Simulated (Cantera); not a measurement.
## NO annealing gas

A perfectly stirred reactor is fed with 11.5 % NO, 88.5 % N2, at 22.5 Torr; it is held at 2073 K, and followed from long to short residence time.

Detailed kinetics in Cantera: GRI-Mech 3.0 (53 species, 325 reactions). Radical loss at walls, strong at low pressure, is not modelled.

```
τ (s)     x NO    x N2O      x O2       x O    x NO2
------  ------  -------  --------  --------  -------
1.7     0.0996  4.09e-6   0.00734  0.000634  5.09e-6
0.78     0.109  5.15e-6   0.00262  0.000430  3.64e-6
0.37     0.113  5.62e-6  0.000901  0.000298  2.56e-6
0.17     0.114  5.79e-6  0.000261  0.000188  1.67e-6
0.081    0.115  5.69e-6   6.74e-5  0.000105  9.66e-7
0.038    0.115  5.24e-6   1.48e-5   5.09e-5  4.74e-7
0.018    0.115  4.39e-6   3.08e-6   2.28e-5  2.09e-7
0.0085   0.115  3.25e-6   6.12e-7   9.69e-6  8.35e-8
0.0040   0.115  2.08e-6   1.19e-7   4.03e-6  3.03e-8
0.0019   0.115  1.19e-6   2.40e-8   1.72e-6  1.02e-8
```
x: mole fraction; the columns are a selection and need not sum to one.
